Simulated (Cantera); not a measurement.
Mixture: CH4 : O2 : N2 = 1 : 1.11 : 4.18 (molar parts), equivalence ratio 1.8, at 12.0 bar, adiabatic and at constant volume. Ignition delay is the time to a rise of 400 K.

Computed with Cantera and GRI-Mech 3.0 (53 species, 325 reactions). The pressure lies above the range GRI-Mech 3.0 was tuned for (to about 10 atm).

What does this change do: 0.22 parts C2H6 added?


```tsv
quantity	before	after
delay at 1275 K	2.03 ms	0.207 ms
delay at 1350 K	0.881 ms	99.8 µs
delay at 1425 K	0.401 ms	53.1 µs
delay at 1500 K	0.190 ms	30.0 µs
delay at 1575 K	93.7 µs	17.5 µs
delay at 1650 K	47.9 µs	10.5 µs
delay at 1725 K	25.6 µs	6.55 µs
apparent activation energy between 1575 and 1725 K	200 kJ/mol	150 kJ/mol
```

What does this change do: pressure from 12.0 bar to 0.880 bar?


| quantity | before | after |
|---|---|---|
| delay at 1275 K | 2.03 ms | 23.3 ms |
| delay at 1350 K | 0.881 ms | 8.80 ms |
| delay at 1425 K | 0.401 ms | 3.55 ms |
| delay at 1500 K | 0.190 ms | 1.55 ms |
| delay at 1575 K | 93.7 µs | 0.731 ms |
| delay at 1650 K | 47.9 µs | 0.376 ms |
| delay at 1725 K | 25.6 µs | 0.209 ms |
| apparent activation energy between 1575 and 1725 K | 200 kJ/mol | 190 kJ/mol |

What does this change do: constant pressure in place of constant volume?


| quantity | before | after |
|---|---|---|
| delay at 1275 K | 2.03 ms | 2.18 ms |
| delay at 1350 K | 0.881 ms | 0.956 ms |
| delay at 1425 K | 0.401 ms | 0.439 ms |
| delay at 1500 K | 0.190 ms | 0.209 ms |
| delay at 1575 K | 93.7 µs | 0.103 ms |
| delay at 1650 K | 47.9 µs | 53.0 µs |
| delay at 1725 K | 25.6 µs | 28.4 µs |
| apparent activation energy between 1575 and 1725 K | 200 kJ/mol | 190 kJ/mol |
